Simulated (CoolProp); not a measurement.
The fluid at 395.27 K and 0.982 MPa (gas) is heated at constant pressure to 434.3 K. The same conditions are run with several fluids, on thermodynamics alone (safety and materials aside).

Values from CoolProp's reference Helmholtz-energy equation of state of each fluid (R125: Lemmon 2005; C3F8 (R218): Lemmon 2006; R115: Lemmon 2016).

Task: Rank R125, C3F8 (R218), R115 by heat (kJ/kg), highest first.

Result: R125 (38.3), C3F8 (R218) (37.9), R115 (34.2)

```
fluid        final density (kg/m³)
-----------  ---------------------
R125                          33.9
C3F8 (R218)                   54.0
R115                          44.3
```
